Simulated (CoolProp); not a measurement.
Vapour-liquid equilibrium of benzene (1) + n-decane (2) at 44.65 °C; x and y are mole fractions of (1).

The numbers come from the multi-fluid Helmholtz-energy mixture model, Thol 2012 and Lemmon 2006; pair parameters Bell 2016 in CoolProp.

```json
[
 {"x": "0.05", "bubble pressure (kPa)": "2.358", "y at the bubble point": "0.740", "dew pressure at overall composition x (kPa)": "0.6782", "liquid density (mol/L)": "5.149"},
 {"x": "0.15", "bubble pressure (kPa)": "5.878", "y at the bubble point": "0.906", "dew pressure at overall composition x (kPa)": "0.7564", "liquid density (mol/L)": "5.476"},
 {"x": "0.25", "bubble pressure (kPa)": "9.300", "y at the bubble point": "0.947", "dew pressure at overall composition x (kPa)": "0.8549", "liquid density (mol/L)": "5.839"},
 {"x": "0.35", "bubble pressure (kPa)": "12.47", "y at the bubble point": "0.965", "dew pressure at overall composition x (kPa)": "0.9828", "liquid density (mol/L)": "6.247"},
 {"x": "0.45", "bubble pressure (kPa)": "15.34", "y at the bubble point": "0.976", "dew pressure at overall composition x (kPa)": "1.156", "liquid density (mol/L)": "6.707"},
 {"x": "0.55", "bubble pressure (kPa)": "17.96", "y at the bubble point": "0.982", "dew pressure at overall composition x (kPa)": "1.403", "liquid density (mol/L)": "7.231"},
 {"x": "0.65", "bubble pressure (kPa)": "20.43", "y at the bubble point": "0.987", "dew pressure at overall composition x (kPa)": "1.784", "liquid density (mol/L)": "7.834"},
 {"x": "0.75", "bubble pressure (kPa)": "22.85", "y at the bubble point": "0.991", "dew pressure at overall composition x (kPa)": "2.449", "liquid density (mol/L)": "8.535"},
 {"x": "0.85", "bubble pressure (kPa)": "25.34", "y at the bubble point": "0.995", "dew pressure at overall composition x (kPa)": "3.908", "liquid density (mol/L)": "9.360"},
 {"x": "0.95", "bubble pressure (kPa)": "28.00", "y at the bubble point": "0.998", "dew pressure at overall composition x (kPa)": "9.668", "liquid density (mol/L)": "10.34"}
]
```

No azeotrope shows between x = 0.05 and 0.95.

The pair parameters rest on a limited set of measurements; away from them the model extrapolates.
